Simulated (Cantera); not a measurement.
A closed system holds: 1 mol trisilylamine, a varied amount of NH3, held at 1002 °C and 10.0 Torr.

These are equilibrium values from Cantera (NASA tables, ideal gas, pure condensed phases), not measurements of a reactor. Candidate condensed phases: Si, Si3N4; 18 gas species. The feed counts by its element totals alone. Mutual solubility and eutectic melting of coexisting phases are not modelled. Equilibrium is a limit: real reactors are often held back by kinetics, nucleation or transport.

x: gas mole fraction; n: condensed amount in mol.

```csv
n(NH3) (mol),x H2,x N2,x H,x NH3,x SiH2,x SiH4,x SiH,n Si(s),n Si3N4(s)
0.98,1.000,1.91e-5,6.38e-6,7.99e-9,4.94e-8,9.90e-9,1.59e-9,1.52,0.495
1.6,1.000,1.91e-5,6.38e-6,7.99e-9,4.94e-8,9.90e-9,1.59e-9,1.05,0.650
2.1,1.000,1.91e-5,6.38e-6,7.99e-9,4.94e-8,9.90e-9,1.59e-9,0.675,0.775
2.7,1.000,1.91e-5,6.38e-6,7.99e-9,4.94e-8,9.90e-9,1.59e-9,[?],[?]
3.3,0.984,0.0156,6.33e-6,2.24e-7,5.55e-10,1.10e-10,1.80e-11,0,1.00
3.9,0.958,0.0417,6.25e-6,3.51e-7,2.81e-10,5.40e-11,9.26e-12,0,1.00
4.4,0.941,[?],6.19e-6,[?],[?],[?],[?],0,1.00
5,0.923,0.0769,6.13e-6,4.50e-7,1.80e-10,3.33e-11,6.04e-12,0,1.00
5.6,0.908,0.0915,6.08e-6,4.80e-7,1.57e-10,2.87e-11,5.33e-12,0,1.00
6.2,0.896,0.104,6.04e-6,5.01e-7,1.43e-10,2.57e-11,4.87e-12,0,1.00
6.7,0.887,0.113,6.01e-6,5.14e-7,1.34e-10,2.38e-11,4.59e-12,0,1.00
7.3,0.878,0.122,5.98e-6,5.26e-7,1.26e-10,2.21e-11,4.33e-12,0,1.00
7.9,0.870,0.130,5.95e-6,5.36e-7,1.19e-10,2.08e-11,4.12e-12,0,1.00
```

Some entries are withheld; supply them.


- 4.4, x N2: 0.0593
- 4.4, x NH3: 4.07e-7
- 4.4, x SiH2: 2.18e-10
- 4.4, x SiH4: 4.11e-11
- 4.4, x SiH: 7.25e-12
- 2.7, n Si(s): 0.225
- 2.7, n Si3N4(s): 0.925
